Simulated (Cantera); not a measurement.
## SiCl₄ + C₂H₄ + H₂ + C₃H₈ (silicon carbide growth)

A closed system holds: 1 mol SiCl₄, 0.85 mol C₂H₄, 8.4 mol H₂, 0.047 mol C₃H₈, equilibrated at 1330 Pa.

Method: chemical equilibrium by Gibbs-energy minimisation in Cantera with the NASA 1993 tables (ideal gas, pure condensed phases). Candidate condensed phases: C, C₆H₆, C₇H₈, C₈H₁₈, Si, SiC; 109 gas species. The tables' values for SiCl, SiCl₃ are old estimates; treat these amounts as uncertain. Gases not in the tables: Si₂H₆ and higher silanes. Rates play no part.

```
T (K)   x H₂  x HCl      x H  x SiCl₂      x Cl  n C(graphite)  n SiC(s)
-----  -----  -----  -------  -------  --------  -------------  --------
1750   0.682  0.306  0.00166  0.00870  0.000576          0.949     0.890
1800   0.683  0.303  0.00256   0.0100  0.000871          0.965     0.873
1850   0.683  0.300  0.00386   0.0114   0.00129          0.981     0.856
1900   0.683  0.296  0.00568   0.0129   0.00186          0.997     0.837
1950   0.682  0.292  0.00820   0.0144   0.00263           1.01     0.818
2000   0.681  0.287   0.0116   0.0159   0.00365           1.03     0.796
2050   0.678  0.281   0.0162   0.0173   0.00497           1.05     0.773
2100   0.674  0.275   0.0222   0.0188   0.00666           1.07     0.745
2150   0.669  0.268   0.0299   0.0201   0.00877           1.09     0.711
2200   0.661  0.260   0.0396   0.0212    0.0114           1.12     0.665
```
x: gas mole fraction; n: condensed amount in mol.

From 1750 K to 2200 K the condensed part is C(graphite) + SiC(s). The main Si-bearing gas is SiCl₂ throughout. The share of Si in condensed phases is highest at 1750 K (89.0 %) and lowest at 2200 K (66.5 %).
